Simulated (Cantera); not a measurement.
A closed system holds: 1 mol MgSO4, 0.64 mol C, 0.076 mol CO2, equilibrated at 1100 K and 2.60 bar.

Equilibrium computed with Cantera from the NASA thermochemical tables; the gas is ideal and each condensed phase is pure. Gases not in the tables: S3 to S7. Kinetics and transport are ignored.

```
species        before     after
-----------  --------  --------
SO2             0.522     0.523
CO2             0.433     0.428
S2             0.0384    0.0373
CO            0.00133   0.00585
SO            6.27e-5  0.000380
COS          0.000673  0.000775
S2O           0.00444   0.00412
MgO(s), mol      1.00      1.00
```
Gas species are given as mole fractions.

Question: Name the change that produced these shifts.
A. temperature from 1100 K to 1273.15 K
B. temperature from 1100 K to 1500 K
C. temperature from 1100 K to 1550 K
D. temperature from 1100 K to 1850 K

Answer: A, temperature from 1100 K to 1273.15 K
